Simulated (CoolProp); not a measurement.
A single-stage vapour-compression cycle with the fluid: evaporating at 262.15 K (dew point), condensing at 292.15 K (bubble point), superheat 0 K, subcooling 5 K, compressor efficiency 0.6, no pressure losses. The same conditions are run with several fluids, on thermodynamics alone (safety and materials aside).

The numbers come from the reference Helmholtz-energy equation of state of each fluid (R11: Jacobsen 1992; c-C4F8 (RC318): Platzer 1990; CH2F2 (R32): Tillner-Roth 1997; vinyl chloride: Thol 2022; R236EA: Rui 2013; CH3F (R41): Lemmon 2006) in CoolProp. The equations of Platzer and Polt are older, rougher fits.

| fluid | cooling COP | pressure ratio | discharge temperature (K) | refrigerating effect (kJ/kg) | volumetric capacity (kJ/m³) |
|---|---|---|---|---|---|
| R11 | 4.95 | 3.49 | 324.2 | 172 | 269 |
| c-C4F8 (RC318) | 4.63 | 3.14 | 292.2 | 92.1 | 719 |
| CH2F2 (R32) | 4.63 | 2.55 | 339.6 | 288 | 4410 |
| vinyl chloride | 4.88 | 2.89 | 339.5 | 315 | 1060 |
| R236EA | 4.78 | 3.49 | 301.0 | 143 | 487 |
| CH3F (R41) | 4.23 | 2.22 | 331.8 | 298 | 9050 |

The compression ends wet for: c-C4F8 (RC318).
